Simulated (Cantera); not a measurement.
## Si + H2O + N2 + O2 (thermal oxidation and active oxidation of silicon)

Charge: 1 mol Si, 0.37 mol H2O, 41 mol N2, 0.26 mol O2, equilibrated at 0.000290 bar.

Cantera equilibrium calculation (NASA polynomials, part measured and part estimated; ideal gas, pure solids and liquids). Candidate condensed phases: H2O, Si, SiO2, Si2N2O, Si3N4; 35 gas species. N2 is the only nitrogen source here; it is nearly inert below about 1500 K, so the nitride shown seldom forms there in practice. Mutual solubility and eutectic melting of coexisting phases are not modelled. The tables' values for SiN are old estimates; treat these amounts as uncertain. The tables hold silica as quartz up to 1696 K and as liquid above; real silica turns to tridymite and cristobalite and melts near 1996 K. Equilibrium is a limit: real reactors are often held back by kinetics, nucleation or transport.

From 1075 K to 1375 K the condensed part is SiO2(β-quartz) + Si2N2O(s). From 1475 K to 1575 K the condensed part is Si2N2O(s). At 1675 K the condensed part is Si(s). At 1775 K nothing is condensed. The main Si-bearing gas is SiO throughout.

```tsv
T (K)	log p N2	log p SiO	log p H2	log p Si	log p H	log p Si2N	log p SiN	n SiO2(β-quartz)	n Si2N2O(s)	n Si(s)
1075	-3.54	-11.43	-5.58	<-15	-10.62	<-15	<-15	0.260	0.370	0
1175	-3.54	-9.33	-5.58	<-15	-9.70	<-15	<-15	0.260	0.370	0
1275	-3.54	-7.57	-5.58	-15.07	-8.92	<-15	<-15	0.259	0.369	0
1375	-3.54	-6.06	-5.58	-12.78	-8.26	<-15	-14.19	0.219	0.329	0
1475	-3.55	-5.27	-5.59	-10.29	-7.68	-13.80	-11.91	0	0.110	0
1575	-3.55	-5.27	-5.60	-7.45	-7.18	-9.24	-9.25	0	0.105	0
1675	-3.55	-5.21	-5.61	-6.36	-6.74	-8.06	-8.32	0	0	0.0426
1775	-3.55	-5.22	-5.64	-6.13	-6.36	-8.49	-8.23	0	0	0
```
log p: log10 of the partial pressure in bar; n: condensed amount in mol.
